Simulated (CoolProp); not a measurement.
Model: reference Helmholtz-energy equation of state, Lemmon 2006, in CoolProp. It is a short technical equation, of lower accuracy than the large ones.

For acetone, give the phase and the speed of sound (m/s) at 550 K and 6.4 bar; 488.8 K and 0.822 bar; 187.9 K and 9.33 bar.


- 550 K and 6.4 bar: gas; speed of sound 281
- 488.8 K and 0.822 bar: gas; speed of sound 274
- 187.9 K and 9.33 bar: liquid; speed of sound 1720
